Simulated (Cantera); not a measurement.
A closed system holds: 1 mol Si2H6, 4.1 mol O3, at 0.133 bar.

Cantera equilibrium calculation (NASA polynomials, part measured and part estimated; ideal gas, pure solids and liquids). Candidate condensed phases: H2O, Si, SiO2; 18 gas species. The feed counts by its element totals alone. The tables hold silica as quartz up to 1696 K and as liquid above; real silica turns to tridymite and cristobalite and melts near 1996 K. Gases not in the tables: Si(OH)4. The numbers say what is thermodynamically allowed, not how fast it happens.

x: gas mole fraction; n: condensed amount in mol.

| T (K) | x H2O | x O2 | x OH | x O | x H2 | n SiO2(α-quartz) | n SiO2(β-quartz) | n SiO2(condensed) |
|---|---|---|---|---|---|---|---|---|
| 725 | 0.531 | 0.469 | 3.27e-10 | <1e-12 | <1e-12 | 2.00 | 0 | 0 |
| 825 | 0.531 | 0.469 | (withheld) | <1e-12 | <1e-12 | 2.00 | 0 | 0 |
| 925 | 0.531 | 0.469 | 1.10e-7 | 2.51e-11 | 1.66e-11 | 0 | 2.00 | 0 |
| 1025 | 0.531 | 0.469 | 8.63e-7 | 6.19e-10 | 3.84e-10 | 0 | 2.00 | 0 |
| 1125 | 0.531 | 0.469 | 4.71e-6 | 8.66e-9 | 5.12e-9 | 0 | 2.00 | 0 |
| 1225 | 0.531 | 0.469 | 1.95e-5 | 7.89e-8 | 4.49e-8 | 0 | 2.00 | 0 |
| 1325 | 0.531 | 0.469 | 6.50e-5 | 5.17e-7 | 2.85e-7 | 0 | 2.00 | 0 |
| 1425 | 0.531 | 0.469 | 0.000183 | 2.60e-6 | 1.40e-6 | 0 | 2.00 | 0 |
| 1525 | 0.531 | 0.469 | 0.000452 | 1.06e-5 | 5.58e-6 | 0 | 2.00 | 0 |
| 1625 | 0.530 | 0.469 | 0.000995 | 3.65e-5 | 1.88e-5 | 0 | 2.00 | 0 |
| 1725 | 0.530 | 0.468 | 0.00200 | 0.000109 | 5.51e-5 | 0 | 0 | 2.00 |
| 1825 | 0.528 | 0.467 | (withheld) | (withheld) | (withheld) | 0 | 0 | 2.00 |
| 1925 | 0.526 | 0.466 | 0.00648 | 0.000688 | 0.000338 | 0 | 0 | 2.00 |

**Question.** Complete the blanks.

**Answer.** 
- 825, x OH: 8.51e-9
- 1825, x OH: 0.00372
- 1825, x O: 0.000288
- 1825, x H2: 0.000143
